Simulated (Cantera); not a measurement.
Feed: 1 mol MgO, 0.8 mol C, 4.6 mol H2, held at 1925 °C and 13300 Pa.

Method: chemical equilibrium by Gibbs-energy minimisation in Cantera with the NASA 1993 tables (ideal gas, pure condensed phases). Candidate condensed phases: C, C6H6, C7H8, C8H18, H2O, Mg, MgCO3, MgO, Mg(OH)2; 116 gas species. The tables' values for MgH are old estimates; treat these amounts as uncertain. Rates play no part.

**Question.** What is the equilibrium state?

**Answer.** 
```json
{
 "x(H2)": "0.716",
 "x(Mg)": "0.135",
 "x(CO)": "0.127",
 "x(H)": "0.0129",
 "x(H2O)": "0.00790",
 "x(MgH)": "0.000722",
 "x(CO2)": "0.000265",
 "x(MgOH)": "0.000213",
 "x(OH)": "1.98e-5",
 "n(MgO(s))": "0.147 mol",
 "gas_amount": "6.291 mol",
 "log10 activity of Mg(l) (absent)": "-3.54",
 "log10 activity of C(graphite) (absent)": "-4.06"
}
```
